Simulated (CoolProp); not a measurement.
Vapour-liquid equilibrium of acetone (1) + dimethyl carbonate (2) at 349.1 K; x and y are mole fractions of (1).

The numbers come from the multi-fluid Helmholtz-energy mixture model, Lemmon 2006 and Zhou 2011; pair parameters Bell 2016 in CoolProp.

```
x     bubble pressure (kPa)  y at the bubble point  dew pressure at overall composition x (kPa)  liquid density (mol/L)
----  ---------------------  ---------------------  -------------------------------------------  ----------------------
0.05                      …                  0.148                                        65.49                   11.10
0.2                   90.96                      …                                        73.70                   11.30
0.35                      …                  0.608                                        84.05                       …
0.5                   127.8                  0.735                                        97.40                       …
0.65                  146.1                  0.835                                        115.1                   11.94
0.8                   165.1                      …                                        139.2                   12.17
0.95                      …                  0.981                                        174.9                   12.40
```

Task: Complete the blanks.

Result: 
- 0.05, bubble pressure (kPa): 70.62
- 0.2, y at the bubble point: 0.433
- 0.35, bubble pressure (kPa): 109.6
- 0.35, liquid density (mol/L): 11.50
- 0.5, liquid density (mol/L): 11.72
- 0.8, y at the bubble point: 0.915
- 0.95, bubble pressure (kPa): 184.6

No azeotrope shows between x = 0.05 and 0.95.

The pair parameters rest on a limited set of measurements; away from them the model extrapolates.
